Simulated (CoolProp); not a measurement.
Model: reference Helmholtz-energy equation of state, Lemmon 2005, in CoolProp.

Task: For R125, give the phase and the viscosity (µPa s), Prandtl number at 211.1 K and 33.9 kPa; 423.6 K and 389 kPa.

Result: 
- 211.1 K and 33.9 kPa: gas; viscosity 9.13, Prandtl number 0.765
- 423.6 K and 389 kPa: gas; viscosity 18.1, Prandtl number 0.726

Viscosity comes from a separate model (Huber 2006). Thermal conductivity comes from a separate model (Perkins 2006).
